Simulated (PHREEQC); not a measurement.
PHREEQC input (ion-association model, wateq4f.dat):

```
SOLUTION_MASTER_SPECIES
  An  An-  0  An  62.0  # stands for a non-complexing anion
SOLUTION_SPECIES
  An- = An-
    -log_k 0
    -gamma 3.0 0
PHASES
  Fix_H+
    H+ = H+
    -log_k 0
SOLUTION 1
  temp 25
  units mmol/kgw
  pH 7 charge
  B 0.81
  S(6) 0.038
  Na 1.076
  Cl 0.0072
  Cu(2) 0.0036
  An 1
END
SELECTED_OUTPUT 1
  -reset false
  -pH true
  -pe true
  -ionic_strength true
  -water true
  -totals B Cl Cu Na S Cu(1) Cu(2) S(-2) S(6)
  -molalities Hfo_wOH Hfo_wOH2+ Hfo_wO- Hfo_sOH Hfo_sOH2+ Hfo_sO- Hfo_sOCu+ Hfo_wOCu+ Hfo_wSO4- Hfo_wOHSO4-2
    Hfo_wH2BO3
  -saturation_indices Cu(OH)2 Brochantite Antlerite Atacamite Halite Mirabilite Chalcanthite
USER_PUNCH 1
  -headings sigma psi
  10 PUNCH EDL("sigma", "Hfo"), EDL("psi", "Hfo")
PRINT
  -reset false
USE solution 1
SURFACE 1
  Hfo_wOH 0.000786517 600 0.35
  Hfo_sOH 1.96629e-05
EQUILIBRIUM_PHASES 1
  Fix_H+ -4 HAn 10
    -force_equality true
  O2(g) -0.68 10
END
# ... the last block is repeated for the other 12 points of pH, with NaOH or the acid as the point needs
```

Selected output (columns that matter, 13 of 13 rows; pH added in front):

```
pH	mu	B	Cl	Cu	Na	S	si_Cu(OH)2	si_Brochantite	si_Antlerite	si_Atacamite	si_Halite	si_Mirabilite	si_Chalcanthite	sigma
4	0.0013097	0.00080857	7.2e-06	3.4851e-06	0.001076	1.7783e-09	-6.1668	-22.273	-17.696	-11.554	-9.7281	-13.683	-11.713	0.10962
4.5	0.0011952	0.00080837	7.2e-06	2.8764e-06	0.001076	7.7401e-09	-5.2474	-18.951	-15.293	-10.214	-9.7266	-13.038	-11.149	0.071469
5	0.0011393	0.00080825	7.2e-06	1.233e-06	0.001076	4.2606e-08	-4.6141	-16.675	-13.651	-9.4474	-9.7258	-12.294	-10.773	0.045189
5.5	0.0011103	0.00080818	7.2e-06	2.1583e-07	0.001076	2.8015e-07	-4.3718	-15.886	-13.104	-9.4625	-9.7254	-11.474	-10.711	0.027648
6	0.001097	0.00080813	7.2e-06	2.6544e-08	0.001076	1.9843e-06	-4.2912	-15.713	-13.012	-9.8014	-9.7252	-10.623	-10.78	0.016481
6.5	0.0010976	0.00080808	7.2e-06	3.6533e-09	0.001076	1.0625e-05	-4.2238	-15.715	-13.081	-10.166	-9.7252	-9.8947	-10.984	0.0098579
7	0.0011092	0.00080802	7.2e-06	1.0723e-09	0.001076	2.7008e-05	-4.1355	-15.957	-13.411	-10.49	-9.7254	-9.4901	-11.491	0.005867
7.5	0.0011273	0.00080802	7.2e-06	8.1005e-10	0.0010883	3.6088e-05	-4.0814	-16.615	-14.124	-10.882	-9.7208	-9.3551	-12.311	0.0029141
8	0.0011663	0.00080809	7.2e-06	7.9903e-10	0.0011283	3.7782e-05	-4.0619	-17.518	-15.046	-11.343	-9.7056	-9.3056	-13.273	0.00053072
8.5	0.0012548	0.00080829	7.2e-06	8.1629e-10	0.0012192	3.7977e-05	-4.049	-18.467	-16.008	-11.818	-9.6732	-9.2396	-14.26	-0.0018368
9	0.0014404	0.00080873	7.2e-06	8.4746e-10	0.0014084	3.7997e-05	-4.032	-19.404	-16.962	-12.285	-9.6129	-9.1214	-15.248	-0.0051304
9.5	0.0016963	0.00080929	7.1999e-06	9.0447e-10	0.0016704	3.7999e-05	-4.0036	-20.296	-17.883	-12.73	-9.5417	-8.9824	-16.226	-0.010619
10	0.0019421	0.0008097	7.1999e-06	1.0108e-09	0.0019263	3.7999e-05	-3.9554	-21.109	-18.744	-13.135	-9.4825	-8.8668	-17.183	-0.019774
```

Complexes and solids missing from the database can't appear. The database's constant for dissolved Cu(OH)2 is higher than later reviews accept.
